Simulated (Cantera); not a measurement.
Input: 1 mol FeS, 1 mol O₂, 0.24 mol CO₂, equilibrated at 1077 °C and 0.0220 bar.

Cantera equilibrium calculation (NASA polynomials, part measured and part estimated; ideal gas, pure solids and liquids). Metal and sulfide melt together well below either melting point, which pure phases cannot show. Mutual solubility and eutectic melting of coexisting phases are not modelled. The tables' stoichiometric FeO is somewhat more stable than real wüstite, so its field is too wide. FeO, FeS: taken at fixed stoichiometry. The numbers say what is thermodynamically allowed, not how fast it happens.

```csv
species,before,after
SO₂,0.588,0.520
S₂,0.156,0.213
CO₂,0.225,0.147
CO,0.0235,0.0883
SO,0.00365,0.0262
Fe,3.65e-9,1.06e-5
S,1.57e-5,0.000606
S₂O,0.00379,0.00423
COS,0.000363,0.000389
"FeO(s), mol",0.880,1.000
"FeS(s), mol",0.120,0
```
Gas species are given as mole fractions.

**Question.** Which change was made?
(A) temperature from 1077 °C to 1177 °C
(B) O₂ from 1 to 6.6 mol
(C) CO₂ from 0.24 to 0.47 mol
(D) temperature from 1077 °C to 1375 °C

**Answer.** D, temperature from 1077 °C to 1375 °C. FeO: taken at fixed stoichiometry
